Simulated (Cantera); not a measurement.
**Reactions in the system B-F-O**

Standard-state values (1 bar) from the NASA 1993 polynomials, evaluated with Cantera. Values are per mole of reaction as written; species without (g) are pure solids or liquids, kept so even where they would boil at 1 bar.

6 F(g) + 3 B2O2(g) → 2 B3O3F3(g)

| T (K) | ΔH° (kJ) | ΔS° (J/K) | ΔG° (kJ) | log10 K |
|---|---|---|---|---|
| 875 | -3851.2 | -1027.9 | -2951.8 | 176.21 |
| 975 | -3850.1 | -1026.7 | -2849.1 | 152.63 |
| 1075 | -3848.6 | -1025.2 | -2746.5 | 133.45 |
| 1175 | -3846.8 | -1023.6 | -2644.0 | 117.54 |
| 1275 | -3844.9 | -1022.1 | -2541.8 | 104.13 |
| 1375 | -3842.8 | -1020.5 | -2439.6 | 92.68 |

3 B2O2(g) + 6 F(g) → 2 BF3(g) + 2 B2O3(g)

| T (K) | ΔH° (kJ) | ΔS° (J/K) | ΔG° (kJ) | log10 K |
|---|---|---|---|---|
| 875 | -3075.2 | -653.6 | -2503.3 | 149.44 |
| 975 | -3077.3 | -655.9 | -2437.8 | 130.60 |
| 1075 | -3079.0 | -657.6 | -2372.2 | 115.26 |
| 1175 | -3080.6 | -659.0 | -2306.3 | 102.53 |
| 1275 | -3082.0 | -660.1 | -2240.4 | 91.78 |
| 1375 | -3083.3 | -661.1 | -2174.3 | 82.60 |
